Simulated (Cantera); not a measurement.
A perfectly stirred reactor is fed with 40.8 % CH4, 24.5 % H2O, 34.7 % H2, at 1.00 atm; it is held at 1975 K, and followed from long to short residence time.

Cantera simulation using GRI-Mech 3.0 (53 species, 325 reactions); the numbers are that mechanism's predictions, not measurements. GRI-Mech 3.0 stops at C3 and has no aromatics, soot or wall deposition, so with more carbon than oxygen in the feed, carbon stays in small species such as C2H2 where larger ones or solid carbon would form.

One state of this run: x CH4 = 0.120; x H2O = 0.185; x H2 = 0.586; x H = 0.000898; x C2H6 = 0.000170; x HO2 = 3.01e-12; x HCO = 1.23e-7. x: mole fraction; the columns are a selection and need not sum to one.

Problem. Which value of τ (s) does it belong to?
A) 0.14
B) 0.00038
C) 0.0040
D) 0.0012

Solution. D, 0.0012
